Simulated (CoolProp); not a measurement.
Vapour-liquid equilibrium of CH2F2 (R32) (1) + R123 (2) at 249.4 K; x and y are mole fractions of (1).

The numbers come from the multi-fluid Helmholtz-energy mixture model, Tillner-Roth 1997 and Younglove 1994; pair parameters Bell 2016 in CoolProp.

```csv
x,"bubble pressure, mixture model (MPa)","bubble pressure, Raoult's law (MPa)","y, mixture model","y, Raoult's law"
0.05,0.03640,0.02681,0.741,0.655
0.2,0.1099,0.07806,0.923,0.900
0.35,0.1690,0.1293,0.956,0.951
0.5,0.2147,0.1806,0.970,0.973
0.65,0.2527,0.2318,0.979,0.985
0.8,0.2902,0.2830,0.987,0.993
0.95,0.3342,0.3343,0.996,0.999
```

The largest gap from Raoult's law is +40.8 % in bubble pressure, at x = 0.2. No azeotrope shows between x = 0.05 and 0.95.

The pair parameters rest on a limited set of measurements; away from them the model extrapolates.
